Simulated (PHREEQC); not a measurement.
## Acid mine or pickling water

Synthetic water in mg/L, 25 °C, pH 3.44, pe 10: Na 89.3; K 69.9; Ca 76.2; Mg 16.3; Cl 109; S(6) as SO4 408; Zn 10.7.

Valence states are taken as typed.

All values are PHREEQC results (ion-association model, phreeqc.dat), not measurements.

```yaml
ionic_strength: 0.0160 mol/kgw
specific_conductance: 1330 µS/cm
total_alkalinity: -0.492 meq/kg
charge_balance_error: 0.3 %
```

```csv
species,molality,activity,log γ
Na+,0.00385,0.00340,-0.054
SO4-2,0.00353,0.00216,-0.215
Cl-,0.00308,0.00270,-0.056
K+,0.00176,0.00155,-0.056
Ca+2,0.00154,0.000947,-0.211
Mg+2,0.000511,0.000317,-0.207
H+,0.000405,0.000363,-0.047
CaSO4,0.000362,0.000363,0.002
MgSO4,0.000160,0.000160,0.002
Zn+2,0.000124,7.57e-5,-0.214
HSO4-,8.64e-5,7.61e-5,-0.055
```

No solid was allowed to form. Species that the database lacks are ignored.
